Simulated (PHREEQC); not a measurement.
Copper plating or etch bath: an equilibrium model

Make-up at 55 °C: 0.13 mol CuSO4 and 0.00048 mol H3BO3 per kg of water. Closed to the air; pH follows from the charge balance.

The numbers come from PHREEQC with the ion-association model, phreeqc.dat.

Each row changes one thing in this solution. Precipitation was switched off in this run.

| case | pH | ionic strength (mol/kgw) | CuSO4 (mol/kgw) | SO4-2 (mol/kgw) | Cu+2 (mol/kgw) | HSO4- (mol/kgw) |
|---|---|---|---|---|---|---|
| as made | 4.19 | 0.253 | 0.0666 | 0.0631 | 0.0630 | 0.000285 |
| H3BO3 replaced by Na2B4O7 at the same molality | 4.44 | 0.254 | 0.0663 | 0.0635 | 0.0625 | 0.000159 |
| H3BO3 from 0.00048 to 4.8e-05 mol/kgw | 4.19 | 0.253 | 0.0666 | 0.0631 | 0.0630 | 0.000285 |
| diluted 2-fold with water | 4.28 | 0.137 | 0.0306 | 0.0342 | 0.0341 | 0.000150 |
| CuSO4 from 0.13 to 0.143 mol/kgw | 4.17 | 0.275 | 0.0740 | 0.0687 | 0.0686 | 0.000310 |
| temperature from 55 to 45 °C | 4.28 | 0.254 | 0.0663 | 0.0635 | 0.0634 | 0.000183 |
| temperature from 55 to 60 °C | 4.14 | 0.252 | 0.0667 | 0.0630 | 0.0629 | 0.000355 |

Constants without temperature data keep their 25 °C values here.
